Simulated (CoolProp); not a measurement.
Vapour-liquid equilibrium of propane (1) + R227EA (2) at 248.6 K; x and y are mole fractions of (1).

Model: multi-fluid Helmholtz-energy mixture model, Lemmon 2009 and Lemmon 2016; pair parameters Bell 2016, in CoolProp.

```json
[
 {"x": "0.05", "bubble pressure (kPa)": "102.6", "y at the bubble point": "0.339", "dew pressure at overall composition x (kPa)": "(withheld)", "liquid density (mol/L)": "9.349"},
 {"x": "0.125", "bubble pressure (kPa)": "140.6", "y at the bubble point": "0.542", "dew pressure at overall composition x (kPa)": "79.43", "liquid density (mol/L)": "9.506"},
 {"x": "0.2", "bubble pressure (kPa)": "(withheld)", "y at the bubble point": "0.634", "dew pressure at overall composition x (kPa)": "86.30", "liquid density (mol/L)": "9.673"},
 {"x": "0.275", "bubble pressure (kPa)": "185.4", "y at the bubble point": "0.684", "dew pressure at overall composition x (kPa)": "94.41", "liquid density (mol/L)": "9.851"},
 {"x": "0.35", "bubble pressure (kPa)": "197.0", "y at the bubble point": "0.715", "dew pressure at overall composition x (kPa)": "104.1", "liquid density (mol/L)": "10.04"},
 {"x": "0.425", "bubble pressure (kPa)": "204.3", "y at the bubble point": "0.735", "dew pressure at overall composition x (kPa)": "116.0", "liquid density (mol/L)": "10.25"},
 {"x": "0.5", "bubble pressure (kPa)": "(withheld)", "y at the bubble point": "0.749", "dew pressure at overall composition x (kPa)": "130.7", "liquid density (mol/L)": "10.48"},
 {"x": "0.575", "bubble pressure (kPa)": "212.3", "y at the bubble point": "0.761", "dew pressure at overall composition x (kPa)": "149.3", "liquid density (mol/L)": "10.73"},
 {"x": "0.65", "bubble pressure (kPa)": "214.9", "y at the bubble point": "0.775", "dew pressure at overall composition x (kPa)": "172.8", "liquid density (mol/L)": "11.00"},
 {"x": "0.725", "bubble pressure (kPa)": "217.1", "y at the bubble point": "0.791", "dew pressure at overall composition x (kPa)": "200.8", "liquid density (mol/L)": "11.30"},
 {"x": "0.8", "bubble pressure (kPa)": "218.5", "y at the bubble point": "0.816", "dew pressure at overall composition x (kPa)": "217.8", "liquid density (mol/L)": "11.64"},
 {"x": "0.875", "bubble pressure (kPa)": "218.2", "y at the bubble point": "0.857", "dew pressure at overall composition x (kPa)": "217.4", "liquid density (mol/L)": "12.01"},
 {"x": "0.95", "bubble pressure (kPa)": "213.9", "y at the bubble point": "(withheld)", "dew pressure at overall composition x (kPa)": "211.7", "liquid density (mol/L)": "12.41"}
]
```

Question: Fill in the missing entries.

Answer: 
- 0.05, dew pressure at overall composition x (kPa): 73.55
- 0.2, bubble pressure (kPa): 167.4
- 0.5, bubble pressure (kPa): 209.0
- 0.95, y at the bubble point: 0.925

y crosses x between x = 0.8 and 0.875: the model has an azeotrope there.

The pair parameters rest on a limited set of measurements; away from them the model extrapolates. With so large a gap from Raoult's law the liquid may split in two, which this calculation doesn't test in full.
